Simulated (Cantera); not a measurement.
# Equilibrium for hydrogen reduction and annealing atmospheres: PbO + H2 + H2O

Input: 1 mol PbO, 4.8 mol H2, 9.9 mol H2O, equilibrated at 69.0 Pa.

Cantera equilibrium calculation (NASA polynomials, part measured and part estimated; ideal gas, pure solids and liquids). Candidate condensed phases: H2O, Pb, PbO, PbO2, Pb3O4; 12 gas species. The numbers say what is thermodynamically allowed, not how fast it happens.

```csv
T (K),x H2O,x H2,x Pb,x H
1075,0.694,0.242,0.0637,2.75e-7
1225,0.694,0.242,0.0637,5.84e-6
1375,0.694,0.242,0.0637,6.42e-5
1525,0.694,0.242,0.0636,0.000443
1675,0.693,0.241,0.0634,0.00217
1825,0.689,0.238,0.0630,0.00818
1975,0.673,0.231,0.0619,0.0251
```
x: gas mole fraction; nothing condenses.

From 1075 K to 1975 K nothing is condensed. The main Pb-bearing gas is Pb throughout.
